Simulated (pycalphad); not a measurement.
Effect of B content in Ti-Hf-B

CALPHAD calculation (pycalphad, COST 507 light-alloy database (1999)), 1 atm. These are 1990s assessments: newer ones move some temperatures and phases. Phase fractions are per mole of atoms. Diffusion is slow at the low end, where real alloys seldom reach equilibrium.

```json
[
 {"alloy": "Ti-3.04Hf-0.16B (at.%)", "liquidus (°C)": "1658", "first solid": "bcc", "solidus (°C)": "1572", "phases at 617 °C": "hcp 1.00, BM under 0.01"},
 {"alloy": "Ti-3.04Hf-0.33B (at.%)", "liquidus (°C)": "1654", "first solid": "bcc", "solidus (°C)": "1541", "phases at 617 °C": "hcp 0.99, BM 0.01"},
 {"alloy": "Ti-3.04Hf-0.49B (at.%)", "liquidus (°C)": "1651", "first solid": "bcc", "solidus (°C)": "1541", "phases at 617 °C": "hcp 0.99, BM 0.01"},
 {"alloy": "Ti-3.04Hf-1.32B (at.%)", "liquidus (°C)": "1634", "first solid": "bcc", "solidus (°C)": "1541", "phases at 617 °C": "hcp 0.98, BM 0.02"}
]
```

Database names, with the compositions (at.%) that they take in these runs: BM: Ti 50 B 50.
